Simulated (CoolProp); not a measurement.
R507A at several states: fugacity coefficient from the reference equation and from simpler models built on Tc = 70.6 °C, pc = 37.05 bar, ω = 0.286; each cubic takes its own stable root.

Values from CoolProp's reference Helmholtz-energy equation of state, Lemmon 2003. It is a pseudo-pure fit of the blend.

```json
[
 {"T (°C)": "35.95", "p (bar)": "4.08", "phase": "gas", "reference": "0.9424"},
 {"T (°C)": "223.55", "p (bar)": "29.5", "phase": "gas", "reference": "0.9305"},
 {"T (°C)": "-65.55", "p (bar)": "0.121", "phase": "gas", "reference": "0.9919"},
 {"T (°C)": "34.95", "p (bar)": "0.964", "phase": "gas", "reference": "0.9861"}
]
```

### Question
How far does each simpler model (van der Waals, Redlich-Kwong, Soave-Redlich-Kwong, Peng-Robinson) lie from the reference over these 4 states: mean and median of the absolute difference, and the worst?

### Answer
- van der Waals: mean 1.2 %, median 1.1 %, worst -2.1 % at 223.55 °C and 29.5 bar
- Redlich-Kwong: mean 0.7 %, median 0.6 %, worst -1.5 % at 223.55 °C and 29.5 bar
- Soave-Redlich-Kwong: mean 0.6 %, median 0.4 %, worst +1.4 % at 223.55 °C and 29.5 bar
- Peng-Robinson: mean 0.2 %, median 0.2 %, worst -0.5 % at 223.55 °C and 29.5 bar
